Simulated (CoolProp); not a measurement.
Vapour-liquid equilibrium of CHF3 (R23) (1) + R22 (2) at 0.26 MPa; x and y are mole fractions of (1).

Model: multi-fluid Helmholtz-energy mixture model, Penoncello 2003 and Kamei 1995; pair parameters Bell 2016, in CoolProp.

| x | bubble temperature (K) | y at the bubble point | dew temperature at overall composition x (K) | liquid density (mol/L) |
|---|---|---|---|---|
| 0.05 | 248.2 | 0.248 | … | 15.83 |
| 0.15 | 238.2 | 0.545 | 250.9 | 16.38 |
| 0.25 | … | 0.703 | 248.2 | … |
| 0.35 | 225.9 | 0.794 | … | 17.25 |
| 0.45 | … | 0.852 | … | 17.63 |
| 0.55 | 218.8 | 0.893 | 238.0 | 17.99 |
| 0.65 | 216.2 | 0.923 | 233.7 | … |
| 0.75 | 214.0 | 0.948 | 228.5 | … |
| 0.85 | 212.0 | 0.969 | 222.1 | 19.06 |
| 0.95 | 210.1 | 0.990 | 213.8 | 19.43 |

Q: What belongs in the gaps?

A: 
- 0.05, dew temperature at overall composition x (K): 253.5
- 0.25, bubble temperature (K): 231.1
- 0.25, liquid density (mol/L): 16.84
- 0.35, dew temperature at overall composition x (K): 245.1
- 0.45, bubble temperature (K): 221.9
- 0.45, dew temperature at overall composition x (K): 241.8
- 0.65, liquid density (mol/L): 18.34
- 0.75, liquid density (mol/L): 18.69

No azeotrope shows between x = 0.05 and 0.95.

Pair parameters are fitted to limited data, so mixtures are less certain than the pure fluids.
